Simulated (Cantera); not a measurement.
Feed: 1 mol B2H6, a varied amount of H2O, equilibrated at 1873 K and 21.0 Pa.

Cantera equilibrium calculation (NASA polynomials, part measured and part estimated; ideal gas, pure solids and liquids). Candidate condensed phases: B, B2O3, B3O3H3, H2O; 23 gas species. The feed counts by its element totals alone. The tables' values for BH2 are old estimates; treat these amounts as uncertain. Equilibrium is a limit: real reactors are often held back by kinetics, nucleation or transport.

**Question.** At 1.5 mol H2O, list the 7 most abundant gas species with their mole fractions, and the condensed phases.

**Answer.** H2 0.737, HBO 0.0974, BO 0.0832, B2O2 0.0429, H 0.0382, B2O 0.000865, B2O3 0.000282. Condensed: B(s).
